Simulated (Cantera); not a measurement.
Charge: 1 mol K₂CO₃, 7.5 mol CO₂, 0.045 mol H₂O, held at 900 °C.

Equilibrium computed with Cantera from the NASA thermochemical tables; the gas is ideal and each condensed phase is pure. Candidate condensed phases: C, C₆H₆, C₇H₈, C₈H₁₈, H₂O, K, KOH, KO₂, K₂CO₃, K₂O, K₂O₂; 116 gas species. Equilibrium is a limit: real reactors are often held back by kinetics, nucleation or transport.

log p: log10 of the partial pressure in bar; n: condensed amount in mol.

```json
[
 {"P (Pa)": "10", "log p CO₂": "-4.03", "log p K": "-5.37", "log p KOH": "-5.96", "log p O₂": "-5.97", "log p H₂O": "-9.14", "log p CO": "…", "log p KO": "-8.83", "n K₂CO₃(s)": "0.778"},
 {"P (Pa)": "36", "log p CO₂": "-3.45", "log p K": "-5.60", "log p KOH": "-5.39", "log p O₂": "-6.20", "log p H₂O": "-7.41", "log p CO": "…", "log p KO": "-9.18", "n K₂CO₃(s)": "0.929"},
 {"P (Pa)": "130", "log p CO₂": "-2.89", "log p K": "-5.82", "log p KOH": "-4.90", "log p O₂": "-6.42", "log p H₂O": "-5.87", "log p CO": "…", "log p KO": "-9.52", "n K₂CO₃(s)": "0.958"},
 {"P (Pa)": "460", "log p CO₂": "-2.34", "log p K": "-6.06", "log p KOH": "-4.64", "log p O₂": "-6.59", "log p H₂O": "-4.80", "log p CO": "…", "log p KO": "-9.83", "n K₂CO₃(s)": "0.980"},
 {"P (Pa)": "1700", "log p CO₂": "-1.77", "log p K": "-6.34", "log p KOH": "-4.55", "log p O₂": "-6.58", "log p H₂O": "-4.06", "log p CO": "…", "log p KO": "-10.12", "n K₂CO₃(s)": "0.994"},
 {"P (Pa)": "6000", "log p CO₂": "-1.22", "log p K": "-6.68", "log p KOH": "-4.53", "log p O₂": "-6.34", "log p H₂O": "-3.46", "log p CO": "…", "log p KO": "-10.33", "n K₂CO₃(s)": "0.998"},
 {"P (Pa)": "22000", "log p CO₂": "-0.66", "log p K": "-7.05", "log p KOH": "-4.52", "log p O₂": "-5.99", "log p H₂O": "-2.89", "log p CO": "…", "log p KO": "-10.52", "n K₂CO₃(s)": "0.999"},
 {"P (Pa)": "77000", "log p CO₂": "-0.12", "log p K": "-7.41", "log p KOH": "-4.52", "log p O₂": "-5.64", "log p H₂O": "-2.34", "log p CO": "…", "log p KO": "-10.71", "n K₂CO₃(s)": "1.000"},
 {"P (Pa)": "280000", "log p CO₂": "0.44", "log p K": "-7.78", "log p KOH": "-4.52", "log p O₂": "-5.26", "log p H₂O": "-1.78", "log p CO": "…", "log p KO": "-10.89", "n K₂CO₃(s)": "1.000"},
 {"P (Pa)": "1000000", "log p CO₂": "1.00", "log p K": "-8.15", "log p KOH": "-4.52", "log p O₂": "-4.89", "log p H₂O": "-1.22", "log p CO": "…", "log p KO": "<-11", "n K₂CO₃(s)": "1.000"}
]
```

Question: Some entries are withheld; supply them.

Answer: 
- 10, log p CO: -9.08
- 36, log p CO: -8.39
- 130, log p CO: -7.72
- 460, log p CO: -7.09
- 1700, log p CO: -6.52
- 6000, log p CO: -6.09
- 22000, log p CO: -5.70
- 77000, log p CO: -5.34
- 280000, log p CO: -4.96
- 1000000, log p CO: -4.59
